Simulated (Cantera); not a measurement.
Input (Python, Cantera) and output of one run.

```python
import numpy as np
import cantera as ct

gas_names = """
    C CH CH2 CH3 CH4 C2 C2H C2H2,acetylene C2H2,vinylidene C2H3,vinyl C2H4 C2H5 C2H6 C3 C3H3,propargyl
    C3H4,allene C3H4,propyne C3H4,cyclo- C3H5,allyl C3H6,propylene C3H6,cyclo- C3H7,n-propyl
    C3H7,i-propyl C3H8 C4 C4H2 C4H4,1,3-cyclo- C4H6,butadiene C4H6,2-butyne C4H6,cyclo- C4H8,1-butene
    C4H8,cis2-buten C4H8,tr2-butene C4H8,isobutene C4H8,cyclo- C4H9,n-butyl C4H9,i-butyl C4H9,s-butyl
    C4H9,t-butyl C4H10,isobutane C4H10,n-butane C5 C5H6,1,3cyclo- C5H8,cyclo- C5H10,1-pentene
    C5H10,cyclo- C5H11,pentyl C5H11,t-pentyl C5H12,n-pentane C5H12,i-pentane CH3C(CH3)2CH3 C6H2
    C6H5,phenyl C6H6 C6H10,cyclo- C6H12,1-hexene C6H12,cyclo- C6H13,n-hexyl C7H7,benzyl C7H8
    C7H14,1-heptene C7H15,n-heptyl C7H16,n-heptane C8H8,styrene C8H10,ethylbenz C8H16,1-octene
    C8H17,n-octyl C8H18,isooctane C8H18,n-octane C9H19,n-nonyl C10H8,naphthale C10H21,n-decyl
    C12H9,o-bipheny C12H10,bipheny H H2 Si SiC SiC2 SiC4H12 SiH SiH2 SiH3 SiH4 Si2 Si2C Si3
""".split()
cond_names = """
    C(gr) C6H6(L) C7H8(L) C8H18(L),n-octa Si(cr) Si(L) SiC(b)
""".split()


def load(file, names, dense=False):
    # The tables refer to 1 bar. Condensed volumes are neglected.
    table = {s.name: s for s in ct.Species.list_from_file(file)}
    out = []
    for n in names:
        d = dict(table[n].input_data)
        d["thermo"] = dict(d["thermo"], **{"reference-pressure": 1e5})
        if dense:
            d["equation-of-state"] = {"model": "constant-volume", "density": "1e6 g/cm^3"}
        out.append(ct.Species.from_dict(d))
    return out


gas = ct.Solution(thermo="ideal-gas", species=load("nasa_gas.yaml", gas_names))
cond = {s.name: ct.Solution(thermo="fixed-stoichiometry", species=[s], name=s.name)
        for s in load("nasa_condensed.yaml", cond_names, dense=True)}
atoms = {
    'SiC': {'Si': 1, 'C': 1},
    'Si': {'Si': 1},
    'H2': {'H': 2},
}
top_T = {'C(gr)': 4500, 'SiC(b)': 3050}  # K; cautious upper limits of use, not melting points


def equilibrate(T, P, feed):
    n = {}
    for name, mol in feed.items():
        for a, k in atoms[name].items():
            n[a] = n.get(a, 0.0) + k * mol
    gas.TPX = T, P, n
    mass = sum(n.values()) * gas.mean_molecular_weight
    gas.equilibrate("TP")
    valid = [c for c in cond.values() if c.min_temp <= T <= top_T.get(c.name, c.max_temp)]
    mix = ct.Mixture([(gas, mass / gas.mean_molecular_weight)] + [(c, 0.0) for c in valid])
    mix.T, mix.P = T, P
    mix.equilibrate("TP", solver="vcs", rtol=1e-11, max_steps=5000)
    return mix


results = []
feed = {'SiC': 1, 'Si': 0.0072, 'H2': 0.14}  # mol
T = 2500  # K
for P in [1, 16, 250, 4000, 63000, 1000000]:
    mix = equilibrate(T, P, feed)
    results.append((T, P, feed, dict(zip(mix.species_names, mix.species_moles))))

top = {s: max(r[3][s] / sum(r[3][g] for g in gas_names) for r in results) for s in gas_names}
cols = sorted((s for s in top if top[s] > 0.001), key=lambda s: -top[s])[:6]
seen = [c for c in cond_names if any(r[3].get(c, 0) > 1e-12 for r in results)]
print("log10 of partial pressures in bar; condensed amounts in mol")
print(f"{'P/Pa':>10s}" + "".join(f"{s[:9]:>10s}" for s in cols + seen))
for T, P, feed, n in results:
    ng = sum(n[g] for g in gas_names)
    print(f"{P:10.4g}" + "".join(f"{np.log10(max(n[s] / ng * P / 1e5, 1e-99)):10.3f}" for s in cols)
          + "".join(f"{n.get(c, 0):10.4g}" for c in seen))
```

Output:

```
log10 of partial pressures in bar; condensed amounts in mol
      P/Pa        H2        Si         H      SiC2      Si2C        C3     C(gr)     Si(L)    SiC(b)
         1    -8.195    -5.239    -5.697    -5.825    -8.378    -6.304    0.3411         0         0
        16    -5.791    -4.006    -4.495    -4.592    -5.912    -6.304     0.569         0         0
       250    -3.410    -2.944    -3.304    -3.530    -3.789    -6.304    0.2132         0    0.6209
      4000    -1.483    -2.731    -2.341    -3.743    -3.575    -6.943         0         0    0.9964
   6.3e+04    -0.220    -2.324    -1.710    -4.151    -3.168    -8.165         0   0.00572    0.9996
     1e+06     0.995    -2.324    -1.102    -4.151    -3.168    -8.165         0  0.007152    0.9998
```

Method: chemical equilibrium by Gibbs-energy minimisation in Cantera with the NASA 1993 tables (ideal gas, pure condensed phases). Mutual solubility and eutectic melting of coexisting phases are not modelled. Gases not in the tables: Si2H6 and higher silanes.
